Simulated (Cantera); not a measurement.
An isothermal, constant-pressure homogeneous reactor starts with CH4 : H2O = 1 : 2.1 (molar parts), at 2125 K and 750 Torr.

Computed with Cantera and GRI-Mech 3.0 (53 species, 325 reactions).

x: mole fraction; the columns are a selection and need not sum to one.

| t (s) | x CH4 | x H2O | x O | x H2 | x OH | x C2H4 | x C2H6 |
|---|---|---|---|---|---|---|---|
| 1.00e-6 | 0.318 | 0.676 | ___ | 0.00187 | 6.53e-5 | 2.15e-5 | 1.39e-5 |
| 4.35e-6 | 0.300 | 0.671 | ___ | 0.0121 | 0.000230 | 0.00192 | 0.000480 |
| 1.89e-5 | 0.181 | 0.615 | ___ | 0.135 | 0.000441 | 0.0193 | 0.00104 |
| 8.23e-5 | 0.0595 | 0.521 | 6.01e-7 | 0.308 | 0.000360 | 0.00212 | 0.000110 |
| 0.000358 | 0.0181 | 0.446 | 6.02e-7 | 0.400 | 0.000323 | 0.000307 | 1.12e-5 |
| 0.00156 | 0.0109 | 0.333 | ___ | 0.493 | 0.000218 | 0.000133 | 3.33e-6 |
| 0.00678 | 0.00413 | 0.229 | 4.16e-7 | 0.576 | 0.000135 | 2.26e-5 | 3.89e-7 |
| 0.0295 | 2.30e-5 | 0.203 | 3.95e-7 | 0.598 | 0.000118 | 1.11e-8 | 1.22e-11 |
| 0.128 | 3.70e-9 | 0.203 | 3.98e-7 | 0.598 | 0.000119 | <1e-12 | <1e-12 |
| 0.558 | 3.70e-9 | 0.203 | 3.98e-7 | 0.598 | 0.000119 | <1e-12 | <1e-12 |
| 2.43 | 3.70e-9 | 0.203 | 3.98e-7 | 0.598 | 0.000119 | <1e-12 | <1e-12 |
| 10.6 | 3.70e-9 | 0.203 | 3.98e-7 | 0.598 | 0.000119 | <1e-12 | <1e-12 |
| 46.0 | 3.70e-9 | 0.203 | 3.98e-7 | 0.598 | 0.000119 | <1e-12 | <1e-12 |
| 200 | 3.70e-9 | 0.203 | 3.98e-7 | 0.598 | 0.000119 | <1e-12 | <1e-12 |

Problem. Complete the blanks.

Solution. 
- 1.00e-6, x O: 3.06e-8
- 4.35e-6, x O: 3.47e-7
- 1.89e-5, x O: 1.02e-6
- 0.00156, x O: 5.12e-7
